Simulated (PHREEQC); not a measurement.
A column of 0.2 m (40 cells, dispersivity 0.007 m, 300 s a shift, diffusion coefficient 3e-10 m²/s) holds 0.11 eq of the database's cation exchanger X per kg of pore water, first in equilibrium with 0.063 mol NaCl and 1e-05 mol HCl per kg of water. It is flushed with 0.00087 mol Na2SO4, 0.034 mol CaCl2 and 1e-05 mol HCl per kg of water, at 25 °C. Values are for the last cell. The system is closed to CO2. Nothing may precipitate in this run.

The numbers come from PHREEQC with the ion-association model, phreeqc.dat.

Question: Predict Ca in solution (mol/kgw) at pore volumes = 1.613, 2.413.

Answer: 
```tsv
pore volumes	Ca in solution (mol/kgw)
1.613	0
2.413	2.89e-5
```

Species that the database lacks are ignored.
